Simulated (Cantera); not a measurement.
A closed system holds: 1 mol C₂F₆, 0.016 mol F₂, 0.36 mol H₂, held at 13.3 mbar.

Equilibrium computed with Cantera from the NASA thermochemical tables; the gas is ideal and each condensed phase is pure. Candidate condensed phases: C, C₆H₆, C₇H₈, C₈H₁₈; 110 gas species. Ions and electrons are included (thermal ionisation). The feed counts by its element totals alone. The numbers say what is thermodynamically allowed, not how fast it happens.

Task: At 5000 K, list the 6 most abundant gas species with their mole fractions, and the condensed phases.

Result: F 0.689, C 0.227, H 0.0820, CF 0.000597, C₂ 0.000458, HF 0.000328. Condensed: gas only.
